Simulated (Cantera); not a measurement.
An isothermal, constant-pressure homogeneous reactor starts with CH₄ : H₂O = 1 : 4.6 (molar parts), at 1350 K and 1.00 bar.

Model: GRI-Mech 3.0 (53 species, 325 reactions), integrated in Cantera.

Question: Predict: x(CH₄) at 3.00 s; x(H₂O) at 3.00 s; x(CH₂CO) at 3.00 s; x(C₂H₂) at 3.00 s; x(H₂) at 3.00 s.

Answer: 
* **x(CH₄) at 3.00 s**: 0.143 (gas-phase equilibrium 5.55e-7)
* **x(H₂O) at 3.00 s**: 0.795 (gas-phase equilibrium 0.430)
* **x(CH₂CO) at 3.00 s**: 1.23e-5 (gas-phase equilibrium <1e-12)
* **x(C₂H₂) at 3.00 s**: 0.0129 (gas-phase equilibrium <1e-12)
* **x(H₂) at 3.00 s**: 0.0462 (gas-phase equilibrium 0.439)
